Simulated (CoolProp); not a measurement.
Aqueous methanol as a coolant, 52 % by mass, freezing at -58.0 °C, 1 atm.

Values from CoolProp's Melinder's fits for secondary coolants.

| T (°C) | conductivity (W/(m K)) | cp (kJ/(kg K)) | density (kg/m³) | viscosity (mPa s) |
|---|---|---|---|---|
| -13 | 0.330 | 3.258 | 933.2 | 5.32 |
| -8.9 | 0.331 | 3.305 | 930.6 | 4.51 |
| -4.8 | 0.332 | 3.350 | 928.0 | 3.85 |
| -0.7 | 0.333 | 3.392 | 925.4 | 3.32 |
| 3.4 | 0.334 | 3.431 | 922.7 | 2.88 |
| 7.6 | 0.335 | 3.467 | 919.9 | 2.51 |
| 11.7 | 0.336 | 3.500 | 917.2 | 2.21 |
| 15.8 | 0.337 | 3.529 | 914.5 | 1.96 |
| 19.9 | 0.338 | 3.554 | 911.7 | 1.74 |
| 24 | 0.339 | 3.575 | 909.0 | 1.55 |
| 28.1 | 0.340 | 3.593 | 906.2 | 1.39 |
| 32.2 | 0.341 | 3.605 | 903.4 | 1.25 |
| 36.4 | 0.342 | 3.614 | 900.5 | 1.13 |
